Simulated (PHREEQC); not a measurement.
Consider water at 34 °C with 0.22 mol/kgw HF, 0.00025 mol/kgw NaF and 0.0011 mol/kgw H2SiF6. Closed to the air; pH follows from the charge balance.

Equilibrium calculation in PHREEQC: ion-association model, wateq4f.dat.

**Question.** The ionic strength comes out as 0.0146 mol/kgw. What activity coefficients do SiF6-2, H+, F-, HF2-, Na+ get?

**Answer.** SiF6-2 0.62, H+ 0.90, F- 0.88, HF2- 0.88, Na+ 0.89.

Precipitation was switched off in this run. Complexes and solids missing from the database can't appear. wateq4f.dat counts part of the HF as a dimer, H2F2, which phreeqc.dat doesn't know; its constant is uncertain. SiF6-2 is the database's only silicon fluoride.
